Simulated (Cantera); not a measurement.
A closed system holds: 1 mol Al(CH3)3, 7.1 mol N2, at 1973.15 K and 0.563 Torr.

Method: chemical equilibrium by Gibbs-energy minimisation in Cantera with the NASA 1993 tables (ideal gas, pure condensed phases). The feed counts by its element totals alone. The numbers say what is thermodynamically allowed, not how fast it happens.

| species | before | after |
|---|---|---|
| N2 | 0.553 | 0.593 |
| H2 | 0.334 | 0.404 |
| H | 0.0285 | 0.00164 |
| Al | 0.0779 | 0.000198 |
| CN | 1.07e-5 | 3.78e-8 |
| AlH | 0.000366 | 2.65e-6 |
| C2H2 (acetylene) | 0.000214 | 1.43e-5 |
| HNC | 0.000308 | 2.86e-5 |
| HCN | 0.00569 | 0.00117 |
| C(graphite), mol | 2.92 | 2.99 |
| AlN(s), mol | 0 | 0.998 |
Gas species are given as mole fractions.

What was changed between the two runs?
A) pressure from 0.563 Torr to 0.263 Torr
B) pressure from 0.563 Torr to 1.00 Torr
C) temperature from 1973.15 K to 1625 K
D) temperature from 1973.15 K to 1048.15 K

C, temperature from 1973.15 K to 1625 K
